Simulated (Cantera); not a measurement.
Feed: 1 mol Al, a varied amount of I₂, 0.5 mol H₂, held at 1300 °C and 13.3 mbar.

Cantera equilibrium calculation (NASA polynomials, part measured and part estimated; ideal gas, pure solids and liquids). Candidate condensed phases: Al, AlI₃, I₂; 11 gas species. Kinetics and transport are ignored.

Problem. What share of the Al ends up in condensed phases as a function of n(I₂) (mol), at 0.017, 0.038, 0.083, 0.18, 0.4, 0.88, 1.9?

Solution. 
| n(I₂) (mol) | Al condensed (%) | as |
|---|---|---|
| 0.017 | 96.4 | Al(l) |
| 0.038 | 92.2 | Al(l) |
| 0.083 | 83.2 | Al(l) |
| 0.18 | 63.8 | Al(l) |
| 0.4 | 19.8 | Al(l) |
| 0.88 | 0.0 | - |
| 1.9 | 0.0 | - |
